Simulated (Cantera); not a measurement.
## Thermodynamics of carbothermic reduction, feed PbO + C + N2

Input: 1 mol PbO, 2.2 mol C, 0.89 mol N2, equilibrated at 2.10 bar.

Equilibrium computed with Cantera from the NASA thermochemical tables; the gas is ideal and each condensed phase is pure. Candidate condensed phases: C, Pb, PbO, PbO2, Pb3O4; 27 gas species. Kinetics and transport are ignored.

| T (K) | x CO | x N2 | x Pb | x Pb2 | x CO2 | x C2N2 | n C(graphite) | n Pb(l) |
|---|---|---|---|---|---|---|---|---|
| 1625 | 0.510 | 0.454 | 0.0355 | 3.09e-5 | 0.000131 | 1.08e-8 | 1.20 | 0.930 |
| 1675 | 0.501 | 0.446 | 0.0528 | 5.96e-5 | 8.84e-5 | 2.12e-8 | 1.20 | 0.894 |
| 1725 | 0.488 | 0.435 | 0.0767 | 0.000110 | 5.99e-5 | 3.96e-8 | 1.20 | 0.843 |
| 1775 | 0.471 | 0.419 | 0.109 | 0.000197 | 4.05e-5 | 7.06e-8 | 1.20 | 0.768 |
| 1825 | 0.449 | 0.399 | 0.152 | 0.000340 | 2.72e-5 | 1.20e-7 | 1.20 | 0.660 |
| 1875 | 0.419 | 0.373 | 0.208 | 0.000570 | 1.79e-5 | 1.94e-7 | 1.20 | 0.501 |
| 1925 | 0.381 | 0.339 | 0.280 | 0.000929 | 1.13e-5 | 2.97e-7 | 1.20 | 0.260 |
| 1975 | 0.346 | 0.308 | 0.344 | 0.00127 | 7.27e-6 | 4.43e-7 | 1.20 | 0 |
| 2025 | 0.346 | 0.308 | 0.344 | 0.00115 | 5.73e-6 | 7.08e-7 | 1.20 | 0 |
| 2075 | 0.346 | 0.308 | 0.344 | 0.00105 | 4.56e-6 | 1.11e-6 | 1.20 | 0 |
| 2125 | 0.346 | 0.308 | 0.344 | 0.000962 | 3.68e-6 | 1.69e-6 | 1.20 | 0 |
| 2175 | 0.346 | 0.308 | 0.345 | 0.000884 | 3.00e-6 | 2.54e-6 | 1.20 | 0 |
| 2225 | 0.346 | 0.308 | 0.345 | 0.000814 | 2.47e-6 | 3.75e-6 | 1.20 | 0 |
x: gas mole fraction; n: condensed amount in mol.

From 1625 K to 1925 K the condensed part is C(graphite) + Pb(l). From 1975 K to 2225 K the condensed part is C(graphite). The main Pb-bearing gas is Pb throughout.
